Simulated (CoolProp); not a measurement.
Properties of carbonyl sulfide along the isobar 0.295 MPa.

Values from CoolProp's reference Helmholtz-energy equation of state, Lemmon 2006. It is a short technical equation, of lower accuracy than the large ones.

```csv
T (°C),phase,cp (kJ/(kg K)),isothermal compressibility (1/MPa)
-97.65,liquid,1.167,___
-68.55,liquid,1.167,0.001072
-39.35,liquid,1.195,0.001525
-10.25,gas,0.7140,3.578
18.95,gas,0.7205,3.519
48.05,gas,0.7337,3.483
77.25,gas,___,3.460
106.45,gas,0.7640,3.444
135.55,gas,___,3.432
164.75,gas,0.7925,3.424
```

**Question.** Fill in the missing entries.

**Answer.** 
- -97.65, isothermal compressibility (1/MPa): 0.0007841
- 77.25, cp (kJ/(kg K)): 0.7488
- 135.55, cp (kJ/(kg K)): 0.7786
